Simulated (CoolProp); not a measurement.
The fluid at 298.15 K and 0.0302 MPa is compressed adiabatically to 0.23 MPa with isentropic efficiency 0.85. The same conditions are run with several fluids, on thermodynamics alone (safety and materials aside).

Computed with CoolProp (reference Helmholtz-energy equation of state of each fluid (n-perfluoropentane: Gao 2022; R410A: Lemmon 2003; ethane: Bücker 2006; R13: Platzer 1990; vinyl chloride: Thol 2022)). The equations of Platzer and Polt are older, rougher fits. Blends and air are pseudo-pure fits.

| fluid | work (kJ/kg) | final temperature (K) | final phase | final density (kg/m³) |
|---|---|---|---|---|
| n-perfluoropentane | 20.3 | 327.0 | two-phase, vapour fraction 0.991 | 27.4 |
| R410A | 93.2 | 404.5 | gas | 5.01 |
| ethane | 229 | 414.1 | gas | 2.02 |
| R13 | 63.8 | 391.6 | gas | 7.44 |
| vinyl chloride | 109 | 413.4 | gas | 4.24 |
